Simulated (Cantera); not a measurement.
Cu2O + C + N2 + CH4 (carbothermic reduction)

Input: 1 mol Cu2O, 7.6 mol C, 2.5 mol N2, 2.2 mol CH4, at 0.000400 bar.

Method: chemical equilibrium by Gibbs-energy minimisation in Cantera with the NASA 1993 tables (ideal gas, pure condensed phases). Candidate condensed phases: C, C6H6, C7H8, C8H18, Cu, CuO, Cu(OH)2, Cu2O, H2O; 139 gas species. The numbers say what is thermodynamically allowed, not how fast it happens.

```csv
T (°C),x H2,x N2,x Cu,x CO,x H,x HCN,x C2H2 (acetylene),x HNC,n C(graphite),n Cu(s),n Cu(l)
800,0.557,0.316,5.96e-7,0.127,5.23e-7,6.47e-6,4.00e-9,1.57e-8,8.80,2.00,0
950,0.557,0.316,5.73e-5,0.127,1.12e-5,4.02e-5,8.72e-8,2.25e-7,8.80,2.00,0
1100,0.556,0.316,0.00198,0.126,0.000124,0.000166,9.60e-7,1.79e-6,8.80,0,1.98
1250,0.539,0.307,0.0301,0.123,0.000849,0.000504,6.37e-6,9.16e-6,8.80,0,1.75
1400,0.441,0.252,0.201,0.101,0.00378,0.00105,2.51e-5,2.93e-5,8.79,0,0
1550,0.433,0.250,0.200,0.100,0.0143,0.00225,9.15e-5,9.00e-5,8.77,0,0
1700,0.411,0.245,0.198,0.0988,0.0432,0.00420,0.000263,0.000227,8.75,0,0
1850,0.362,0.235,0.191,0.0956,0.108,0.00679,0.000600,0.000476,8.71,0,0
```
x: gas mole fraction; n: condensed amount in mol.

From 800 °C to 950 °C the condensed part is C(graphite) + Cu(s). From 1100 °C to 1250 °C the condensed part is C(graphite) + Cu(l). From 1400 °C to 1850 °C the condensed part is C(graphite). The main Cu-bearing gas is Cu throughout.
